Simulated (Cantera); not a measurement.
Cantera run, input and output.

```python
import numpy as np
import cantera as ct

gas = ct.Solution("gri30.yaml")
gas.TPX = 2000, 100000, {'CH4': 1, 'N2': 1.8}
reactor = ct.IdealGasConstPressureReactor(gas, energy="off", clone=False)
net = ct.ReactorNet([reactor])
net.rtol, net.atol = 1e-08, 1e-18
show = ['CH4', 'CH2', 'HCN', 'C2H4', 'H2', 'C2H2', 'CH3']
times = np.geomspace(2e-05, 4, 15)

steps = ct.SolutionArray(gas, extra=["t"])
rows = []
print(f"{'t/s':>10s}{'T/K':>9s}{'P/Pa':>11s}" + "".join(f"{s:>11s}" for s in show))
for t in times:
    while net.time < t:
        t_next = net.step()
        steps.append(gas.state, t=t_next)
    rows.append([np.interp(t, steps.t, y) for y in (steps.T, steps.P, *steps(*show).X.T)])
    print(f"{t:10.3e}{rows[-1][0]:9.1f}{rows[-1][1]:11.4g}" + "".join(f"{x:11.3e}" for x in rows[-1][2:]))
rate = np.gradient(steps.T, steps.t)
print("integrator steps:", len(steps.t))
if steps.T.max() > steps.T[0] + 200:
    print(f"time of steepest temperature rise: {steps.t[rate.argmax()]:.4e} s")
gas.TPX = 2000, 100000, {'CH4': 1, 'N2': 1.8}
gas.equilibrate("TP")
print(f"equilibrium (TP): T = {gas.T:.1f} K  " + "  ".join(f"{s} {gas[s].X[0]:.3e}" for s in show))
```

It prints:

```
       t/s      T/K       P/Pa        CH4        CH2        HCN       C2H4         H2       C2H2        CH3
 2.000e-05   2000.0      1e+05  3.407e-01  8.197e-06  3.117e-09  2.437e-03  9.819e-03  1.419e-04  7.563e-03
 4.783e-05   2000.0      1e+05  2.895e-01  1.883e-05  6.069e-08  1.567e-02  5.375e-02  4.833e-03  1.152e-02
 1.144e-04   2000.0      1e+05  1.839e-01  1.575e-05  4.774e-07  1.831e-02  1.721e-01  4.338e-02  8.377e-03
 2.735e-04   2000.0      1e+05  1.034e-01  9.541e-06  1.334e-06  4.565e-03  2.732e-01  8.722e-02  4.614e-03
 6.540e-04   2000.0      1e+05  5.173e-02  5.802e-06  2.765e-06  1.206e-03  3.343e-01  1.103e-01  2.396e-03
 1.564e-03   2000.0      1e+05  2.294e-02  3.138e-06  4.807e-06  4.880e-04  3.675e-01  1.221e-01  1.113e-03
 3.740e-03   2000.0      1e+05  9.514e-03  1.491e-06  7.224e-06  3.598e-04  3.829e-01  1.275e-01  4.778e-04
 8.944e-03   2000.0      1e+05  3.985e-03  6.686e-07  9.819e-06  3.434e-04  3.893e-01  1.296e-01  2.036e-04
 2.139e-02   2000.0      1e+05  1.932e-03  3.337e-07  1.276e-05  3.429e-04  3.916e-01  1.304e-01  9.934e-05
 5.115e-02   2000.0      1e+05  1.392e-03  2.427e-07  1.723e-05  3.433e-04  3.922e-01  1.306e-01  7.170e-05
 1.223e-01   2000.0      1e+05  1.351e-03  2.357e-07  2.764e-05  3.433e-04  3.923e-01  1.307e-01  6.959e-05
 2.925e-01   2000.0      1e+05  1.351e-03  2.356e-07  5.602e-05  3.433e-04  3.922e-01  1.306e-01  6.957e-05
 6.995e-01   2000.0      1e+05  1.350e-03  2.355e-07  1.321e-04  3.432e-04  3.922e-01  1.306e-01  6.955e-05
 1.673e+00   2000.0      1e+05  1.350e-03  2.354e-07  3.208e-04  3.429e-04  3.922e-01  1.305e-01  6.952e-05
 4.000e+00   2000.0      1e+05  1.349e-03  2.353e-07  7.681e-04  3.423e-04  3.922e-01  1.303e-01  6.946e-05
integrator steps: 1474
equilibrium (TP): T = 2000.0 K  CH4 1.004e-03  CH2 1.750e-07  HCN 1.184e-01  C2H4 1.887e-04  H2 3.928e-01  C2H2 7.173e-02  CH3 5.169e-05
```

Detailed kinetics in Cantera: GRI-Mech 3.0 (53 species, 325 reactions). GRI-Mech 3.0 stops at C3 and has no aromatics, soot or wall deposition, so with more carbon than oxygen in the feed, carbon stays in small species such as C2H2 where larger ones or solid carbon would form.
